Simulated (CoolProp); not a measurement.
Computed with CoolProp (reference Helmholtz-energy equation of state, Lemmon 2016).

### Question
Give the vapour pressure (bar), vapour density (kg/m³), liquid cp (kJ/(kg K)) of saturated R365MFC at 320.2, 389.8 K.

### Answer
```tsv
T (K)	p (bar)	vapour density (kg/m³)	liquid cp (kJ/(kg K))
320.2	1.29	7.58	1.42
389.8	8.61	49.4	1.64
```
